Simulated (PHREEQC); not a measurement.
**Spent oxide etchant**

Dissolve 0.31 mol NH4HF2, 0.033 mol (NH4)2SiF6 and 0.23 mol HCl per kg of water at 35 °C. Closed to the air; pH follows from the charge balance.

The numbers come from PHREEQC with the ion-association model, phreeqc.dat.

```
Item                       Value
-----------------  -------------
pH                          1.89
ionic strength     0.426 mol/kgw
activity of water          0.979
density              1.006 g/cm³
total alkalinity     -672 meq/kg
```

```tsv
species	molality	activity	log γ
HF	0.461	0.508	0.043
NH4+	0.376	0.227	-0.220
Cl-	0.230	0.151	-0.183
HF2-	0.0627	0.0455	-0.139
F-	0.0341	0.0219	-0.193
SiF6-2	0.0330	0.00735	-0.652
H+	0.0168	0.0129	-0.115
NH3	1.80e-8	1.98e-8	0.043
```

No solid was allowed to form. SiF6-2 is the database's only silicon fluoride.
